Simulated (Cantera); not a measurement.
A closed system holds: 1 mol ZrO2, 1.7 mol H2, at 1.40 bar.

These are equilibrium values from Cantera (NASA tables, ideal gas, pure condensed phases), not measurements of a reactor. Candidate condensed phases: H2O, Zr, ZrO2; 12 gas species. Kinetics and transport are ignored.

x: gas mole fraction; n: condensed amount in mol.

| T (°C) | x H2 | x H | x H2O | x ZrO | x Zr | x OH | x ZrO2 | n ZrO2(monoclinic) | n ZrO2(tetragonal) |
|---|---|---|---|---|---|---|---|---|---|
| 1075 | 1.000 | (withheld) | 2.24e-10 | <1e-12 | <1e-12 | <1e-12 | <1e-12 | 1.00 | 0 |
| 1175 | 1.000 | (withheld) | 1.38e-9 | <1e-12 | <1e-12 | <1e-12 | <1e-12 | 1.00 | 0 |
| 1275 | 1.000 | (withheld) | 6.61e-9 | <1e-12 | <1e-12 | <1e-12 | <1e-12 | 0 | 1.00 |
| 1375 | 1.000 | (withheld) | 2.60e-8 | 1.36e-11 | <1e-12 | <1e-12 | <1e-12 | 0 | 1.00 |
| 1475 | 1.000 | (withheld) | 8.71e-8 | 1.79e-10 | 9.46e-12 | <1e-12 | <1e-12 | 0 | 1.00 |
| 1575 | 1.000 | (withheld) | 2.56e-7 | 1.77e-9 | 8.92e-11 | 8.43e-12 | <1e-12 | 0 | 1.00 |
| 1675 | 0.999 | (withheld) | 6.71e-7 | 1.38e-8 | 6.67e-10 | 5.80e-11 | 6.83e-12 | 0 | 1.000 |
| 1775 | 0.998 | (withheld) | 1.60e-6 | 8.78e-8 | 4.09e-9 | 3.30e-10 | 7.05e-11 | 0 | 1.000 |
| 1875 | 0.996 | (withheld) | 3.54e-6 | 4.64e-7 | 2.09e-8 | 1.61e-9 | 5.84e-10 | 0 | 1.000 |
| 1975 | 0.994 | (withheld) | 7.44e-6 | 2.07e-6 | 8.85e-8 | 6.94e-9 | 3.99e-9 | 0 | 1.000 |

Task: Fill in the missing entries.

Result: 
- 1075, x H: 1.96e-6
- 1175, x H: 7.79e-6
- 1275, x H: 2.60e-5
- 1375, x H: 7.53e-5
- 1475, x H: 0.000193
- 1575, x H: 0.000448
- 1675, x H: 0.000955
- 1775, x H: 0.00189
- 1875, x H: 0.00352
- 1975, x H: 0.00619
